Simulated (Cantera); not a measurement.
A Cantera script and its output.

```python
import numpy as np
import cantera as ct

gas = ct.Solution("SiF4_NH3_mec.yaml", "gas")
gas.TPX = 1550, 150000, {'NH3': 1, 'H2': 0.3, 'N2': 0.096}
reactor = ct.IdealGasConstPressureReactor(gas, energy="off", clone=False)
net = ct.ReactorNet([reactor])
net.rtol, net.atol = 1e-08, 1e-18
show = ['NH3', 'H2', 'NH', 'N2H4', 'H', 'N2', 'N2H2']
times = np.geomspace(0.0005, 5, 15)

steps = ct.SolutionArray(gas, extra=["t"])
rows = []
print(f"{'t/s':>10s}{'T/K':>9s}{'P/Pa':>11s}" + "".join(f"{s:>11s}" for s in show))
for t in times:
    while net.time < t:
        t_next = net.step()
        steps.append(gas.state, t=t_next)
    rows.append([np.interp(t, steps.t, y) for y in (steps.T, steps.P, *steps(*show).X.T)])
    print(f"{t:10.3e}{rows[-1][0]:9.1f}{rows[-1][1]:11.4g}" + "".join(f"{x:11.3e}" for x in rows[-1][2:]))
rate = np.gradient(steps.T, steps.t)
print("integrator steps:", len(steps.t))
if steps.T.max() > steps.T[0] + 200:
    print(f"time of steepest temperature rise: {steps.t[rate.argmax()]:.4e} s")
gas.TPX = 1550, 150000, {'NH3': 1, 'H2': 0.3, 'N2': 0.096}
gas.equilibrate("TP")
print(f"equilibrium (TP): T = {gas.T:.1f} K  " + "  ".join(f"{s} {gas[s].X[0]:.3e}" for s in show))
```

Result:

```
       t/s      T/K       P/Pa        NH3         H2         NH       N2H4          H         N2       N2H2
 5.000e-04   1550.0    1.5e+05  7.163e-01  2.149e-01  1.424e-08  2.302e-08  2.200e-06  6.877e-02  2.579e-08
 9.653e-04   1550.0    1.5e+05  7.163e-01  2.149e-01  4.390e-08  7.192e-08  3.878e-06  6.877e-02  8.573e-08
 1.864e-03   1550.0    1.5e+05  7.162e-01  2.149e-01  9.048e-08  1.500e-07  5.595e-06  6.878e-02  1.874e-07
 3.598e-03   1550.0    1.5e+05  7.161e-01  2.150e-01  1.105e-07  1.839e-07  6.196e-06  6.880e-02  2.331e-07
 6.947e-03   1550.0    1.5e+05  7.159e-01  2.152e-01  1.117e-07  1.859e-07  6.236e-06  6.885e-02  2.358e-07
 1.341e-02   1550.0    1.5e+05  7.155e-01  2.155e-01  1.116e-07  1.857e-07  6.244e-06  6.895e-02  2.355e-07
 2.590e-02   1550.0    1.5e+05  7.148e-01  2.160e-01  1.116e-07  1.854e-07  6.261e-06  6.913e-02  2.349e-07
 5.000e-02   1550.0    1.5e+05  7.134e-01  2.171e-01  1.114e-07  1.846e-07  6.292e-06  6.949e-02  2.337e-07
 9.653e-02   1550.0    1.5e+05  7.106e-01  2.191e-01  1.110e-07  1.833e-07  6.352e-06  7.018e-02  2.316e-07
 1.864e-01   1550.0    1.5e+05  7.054e-01  2.230e-01  1.104e-07  1.807e-07  6.467e-06  7.149e-02  2.275e-07
 3.598e-01   1550.0    1.5e+05  6.956e-01  2.304e-01  1.092e-07  1.760e-07  6.684e-06  7.395e-02  2.199e-07
 6.947e-01   1550.0    1.5e+05  6.775e-01  2.439e-01  1.069e-07  1.673e-07  7.085e-06  7.850e-02  2.064e-07
 1.341e+00   1550.0    1.5e+05  6.455e-01  2.679e-01  1.027e-07  1.525e-07  7.797e-06  8.655e-02  1.838e-07
 2.590e+00   1550.0    1.5e+05  5.924e-01  3.076e-01  9.539e-08  1.293e-07  8.981e-06  9.988e-02  1.503e-07
 5.000e+00   1550.0    1.5e+05  5.136e-01  3.666e-01  8.402e-08  9.810e-08  1.075e-05  1.197e-01  1.082e-07
integrator steps: 551
equilibrium (TP): T = 1550.0 K  NH3 2.572e-05  H2 7.512e-01  NH 4.446e-12  N2H4 2.566e-16  H 2.244e-05  N2 2.487e-01  N2H2 2.200e-14
```

Detailed kinetics in Cantera: the gas-phase N/H chemistry of the illustrative SiF4/NH3 mechanism in the Surface Chemkin manual (1991). Walls and surfaces, which speed up NH3 decomposition in real reactors, are not modelled.
